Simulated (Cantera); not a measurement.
Gas mixture: 82.9 % CO, 17.1 % C2H6, at 14.0 Pa, frozen composition.

Cantera's kinetic-theory transport with the Lennard-Jones parameters of GRI-Mech 3.0, ideal gas; thermal conductivity in the mixture-averaged form. The composition is frozen, though it would react at the higher temperatures.

One state of this run: ρ (kg/m³) = 3.41e-5; cp (J/kg/K) = 1880; μ (µPa s) = 46.7; λ (mW/m/K) = 103; Pr = 0.850; D (cm²/s) H2 = 69600; D (cm²/s) CO2 = 15600; D (cm²/s) H = 115000. D: mixture-averaged diffusion coefficient of that species in the mixture.

### Question
Which value of T (K) does it belong to?
(A) 1400
(B) 650
(C) 1900
(D) 400

### Answer
A, 1400
